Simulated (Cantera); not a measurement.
Input: 1 mol SiO2, 0.41 mol CH4, 0.28 mol N2, at 850 °C and 0.200 bar.

Cantera equilibrium calculation (NASA polynomials, part measured and part estimated; ideal gas, pure solids and liquids). Candidate condensed phases: C, C6H6, C7H8, C8H18, H2O, Si, SiC, SiO2, Si2N2O, Si3N4; 151 gas species. N2 is the only nitrogen source here; it is nearly inert below about 1500 K, so the nitride shown seldom forms there in practice. Mutual solubility and eutectic melting of coexisting phases are not modelled. The numbers say what is thermodynamically allowed, not how fast it happens.

Base state: H2 0.738, N2 0.252, CO 0.00725, CH4 0.00320, H2O 7.06e-5, NH3 1.78e-5, HCN 1.29e-5 (mole fractions); condensed: C(graphite) + SiO2(β-quartz) + Si2N2O(s).

What changes in the equilibrium state with this change: 0.12 mol H2O added?


```json
[
 {"species": "H2", "before": "0.738", "after": "0.698"},
 {"species": "N2", "before": "0.252", "after": "0.210"},
 {"species": "CO", "before": "0.00725", "after": "0.0889"},
 {"species": "CO2", "before": "6.34e-7", "after": "9.54e-5"},
 {"species": "H2O", "before": "7.06e-5", "after": "0.000818"},
 {"species": "NH3", "before": "1.78e-5", "after": "1.50e-5"},
 {"species": "HCN", "before": "1.29e-5", "after": "1.14e-5"},
 {"species": "C(graphite), mol", "before": "0.398", "after": "0.287"},
 {"species": "SiO2(β-quartz), mol", "before": "0.995", "after": "1.00"},
 {"species": "Si2N2O(s), mol", "before": "0.00269", "after": "0"}
]
```

What changes in the equilibrium state with this change: pressure from 0.200 bar to 0.100 bar?


```json
[
 {"species": "H2", "before": "0.738", "after": "0.738"},
 {"species": "N2", "before": "0.252", "after": "0.249"},
 {"species": "CO", "before": "0.00725", "after": "0.0115"},
 {"species": "CH4", "before": "0.00320", "after": "0.00160"},
 {"species": "NH3", "before": "1.78e-5", "after": "8.87e-6"},
 {"species": "H2O", "before": "7.06e-5", "after": "5.58e-5"},
 {"species": "C(graphite), mol", "before": "0.398", "after": "0.396"},
 {"species": "SiO2(β-quartz), mol", "before": "0.995", "after": "0.992"},
 {"species": "Si2N2O(s), mol", "before": "0.00269", "after": "0.00425"}
]
```
